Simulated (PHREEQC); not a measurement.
Copper plating or etch bath: speciation

Dissolve 0.061 mol/kgw Cu(NO3)2, 0.00027 mol/kgw FeCl3 and 0.007 mol/kgw HBr at 25 °C. Closed to the air; pH follows from the charge balance.

Model: ion-association model, phreeqc.dat, run in PHREEQC.

Precipitation was switched off in this run.

Predict the pH.

pH 2.25.

In which forms is Fe present?

Fe+3 65 %, FeOH+2 32 %, Fe2(OH)2+4 1.4 %, Fe(OH)2+ 0.8 % of the Fe.

Saturation is exceeded, for instance for Hematite (slow to form), Goethite (slow to form); the values hold only as long as no solid forms. Complexes and solids missing from the database can't appear.
